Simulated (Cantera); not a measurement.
Iron carbonyl, mercury and lead vapours: PbO + N₂ + CO

A closed system holds: 1 mol PbO, 1.8 mol N₂, a varied amount of CO, equilibrated at 1025 °C and 16.0 Pa.

Equilibrium computed with Cantera from the NASA thermochemical tables; the gas is ideal and each condensed phase is pure. Candidate condensed phases: C, Pb, PbO, PbO₂, Pb₃O₄; 27 gas species. Equilibrium is a limit: real reactors are often held back by kinetics, nucleation or transport.

```csv
n(CO) (mol),x CO,x N₂,x Pb,x CO₂,x PbO,x O₂
0.33,1.05e-5,0.567,0.130,0.104,0.185,0.0131
0.44,1.84e-5,0.551,0.149,0.135,0.157,0.00723
0.58,3.68e-5,0.531,0.177,0.171,0.118,0.00291
0.76,9.93e-5,0.505,0.215,0.213,0.0662,0.000623
1,0.00312,0.474,0.260,0.260,0.00312,9.38e-7
1.3,0.0733,0.439,0.244,0.244,0.000117,1.49e-9
1.7,0.156,0.400,0.222,0.222,4.56e-5,2.75e-10
2.3,0.255,0.353,0.196,0.196,2.17e-5,7.99e-11
3,0.345,0.310,0.172,0.172,1.24e-5,3.37e-11
4,0.441,0.265,0.147,0.147,7.05e-6,1.50e-11
5.3,0.531,0.222,0.123,0.123,4.13e-6,7.30e-12
6.9,0.608,0.186,0.103,0.103,2.51e-6,3.88e-12
```
x: gas mole fraction; nothing condenses.

From 0.33 mol CO to 6.9 mol CO nothing is condensed. The main Pb-bearing gas is PbO at 0.33 mol CO and Pb at 6.9 mol CO.
